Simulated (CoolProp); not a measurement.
A simple Rankine cycle with water: condensing at 313.15 K, boiler at 15.6 MPa, turbine inlet 658.7 K, turbine efficiency 0.75, pump efficiency 0.7, no recuperator. Each further row changes one setting.

Computed with CoolProp (reference Helmholtz-energy equation of state, Wagner 2002).

| case | thermal efficiency (%) | net work (kJ/kg) | heat in (kJ/kg) | turbine exit temperature (K) | volume ratio over the turbine |
|---|---|---|---|---|---|
| as stated | 29.9 | 807 | 2700 | 313.1 | 1110 |
| turbine inlet 678.7 K | 30.2 | 843 | 2790 | 313.1 | 1040 |
| condensing temperature 305.15 K | 30.6 | 838 | 2740 | 305.1 | 1670 |
| boiler pressure 10.9 MPa | 29.4 | 837 | 2850 | 313.1 | 715 |
| turbine efficiency 0.65 | 25.8 | 696 | 2700 | 313.1 | 1180 |

The expansion ends wet for: as stated; turbine inlet 678.7 K; condensing temperature 305.15 K; boiler pressure 10.9 MPa; turbine efficiency 0.65.
